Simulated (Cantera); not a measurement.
**Equilibrium for fluorocarbon and chlorocarbon gases: CCl4 + CH4 + H2**

A closed system holds: 1 mol CCl4, 1.6 mol CH4, 0.092 mol H2, equilibrated at 10.0 mbar.

Method: chemical equilibrium by Gibbs-energy minimisation in Cantera with the NASA 1993 tables (ideal gas, pure condensed phases). Candidate condensed phases: C, C6H6, C7H8, C8H18; 103 gas species. Ions and electrons are included (thermal ionisation). The tables' values for CCl are old estimates; treat these amounts as uncertain. The numbers say what is thermodynamically allowed, not how fast it happens.

At 3000 K the condensed part is C(graphite). From 3500 K to 5000 K nothing is condensed. The main C-bearing gas is C3 at 3000 K and C at 5000 K.

| T (K) | x H | x Cl | x C | x HCl | x H2 | x C3 | x C2 | n C(graphite) |
|---|---|---|---|---|---|---|---|---|
| 3000 | 0.443 | 0.339 | 0.00507 | 0.0886 | 0.0788 | 0.0312 | 0.00317 | 1.40 |
| 3500 | 0.529 | 0.330 | 0.0689 | 0.00754 | 0.00803 | 0.0366 | 0.0176 | 0 |
| 4000 | 0.504 | 0.307 | 0.177 | 0.000934 | 0.000998 | 0.00194 | 0.00838 | 0 |
| 4500 | 0.500 | 0.304 | 0.195 | 0.000197 | 0.000209 | 2.90e-5 | 0.00131 | 0 |
| 5000 | 0.499 | 0.303 | 0.196 | 5.74e-5 | 6.03e-5 | 8.21e-7 | 0.000257 | 0 |
x: gas mole fraction; n: condensed amount in mol.
